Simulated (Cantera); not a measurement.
Source: NASA polynomial tables (part measured, part estimated), evaluated in Cantera. Values are per mole of reaction as written; species without (g) are pure solids or liquids, kept so even where they would boil at 1 bar.

2 Cu(OH)₂ → 3 O(g) + Cu₂O + 2 H₂(g), with ΔH° = 1477.5 kJ and ΔS° = 620.1 J/K at 300 K.

Problem. How far is the shortcut ΔG° ≈ ΔH°(300 K) − T·ΔS°(300 K) from the full temperature-dependent value at 500, 550, 600, 650, 700, 750 K?

Solution. 
```json
[
 {"T (K)": "500", "shortcut (kJ)": "1167.5", "full (kJ)": "1167.9", "difference (kJ)": "-0.4", "difference in log10 K": "0.04"},
 {"T (K)": "550", "shortcut (kJ)": "1136.5", "full (kJ)": "1137.1", "difference (kJ)": "-0.6", "difference in log10 K": "0.06"},
 {"T (K)": "600", "shortcut (kJ)": "1105.5", "full (kJ)": "1106.4", "difference (kJ)": "-0.9", "difference in log10 K": "0.08"},
 {"T (K)": "650", "shortcut (kJ)": "1074.5", "full (kJ)": "1075.8", "difference (kJ)": "-1.4", "difference in log10 K": "0.11"},
 {"T (K)": "700", "shortcut (kJ)": "1043.5", "full (kJ)": "1045.3", "difference (kJ)": "-1.9", "difference in log10 K": "0.14"},
 {"T (K)": "750", "shortcut (kJ)": "1012.5", "full (kJ)": "1014.9", "difference (kJ)": "-2.5", "difference in log10 K": "0.17"}
]
```
The shortcut ignores the heat-capacity change of the reaction.
